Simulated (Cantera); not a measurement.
Catalytic stagnation flow on Pt

A jet of 8.47 % CH4, 14.6 % O2, 76.9 % N2, equivalence ratio 1.2 at 300 K and 74.3 Torr hits a platinum plate 5.2 cm away at a mass flux of 0.054 kg/m²/s; the plate temperature is set and raised in steps from an oxygen-covered start.

Detailed kinetics in Cantera: Deutschmann's 1995 Pt surface mechanism with GRI-Mech 3.0 gas chemistry. Catalytic surfaces can have several steady states; this one follows from the mechanism file's or the stated starting coverage.

```
plate T (K)  wall x CH4  wall x O2  wall x H2O  wall x OH  wall x CO  wall x CO2  θ free Pt   θ CO*      θ C*
-----------  ----------  ---------  ----------  ---------  ---------  ----------  ---------  ------  --------
950             0.00747    0.00371       0.141      <1e-8     0.0434      0.0438      0.706   0.291   0.00298
1000            0.00575    0.00300       0.143      <1e-8     0.0484      0.0400      0.809   0.188   0.00281
1050            0.00484    0.00263       0.143      <1e-8     0.0495      0.0398      0.887   0.110   0.00212
1100            0.00442    0.00248       0.141    1.35e-8     0.0477      0.0424      0.938  0.0601   0.00137
1150            0.00425    0.00245       0.137    3.29e-8     0.0441      0.0468      0.966  0.0318  0.000803
1200            0.00424    0.00251       0.133    7.72e-8     0.0395      0.0521      0.982  0.0166  0.000453
```
x: mole fraction at the wall; θ: surface coverage.
